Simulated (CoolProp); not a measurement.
Vapour-liquid equilibrium of benzene (1) + n-octane (2) at 416.8 K; x and y are mole fractions of (1).

The numbers come from the multi-fluid Helmholtz-energy mixture model, Thol 2012 and Beckmüller 2019; pair parameters Bell 2016 in CoolProp.

Question: Give the bubble pressure and the first vapour's composition at x = 0.2, 0.5, 0.875. Is there an azeotrope?

Answer: x = 0.2: 0.2429 MPa, y = 0.443; x = 0.5: 0.3541 MPa, y = 0.742; x = 0.875: 0.4726 MPa, y = 0.942. No azeotrope shows between x = 0.05 and 0.95.

The pair parameters rest on a limited set of measurements; away from them the model extrapolates.
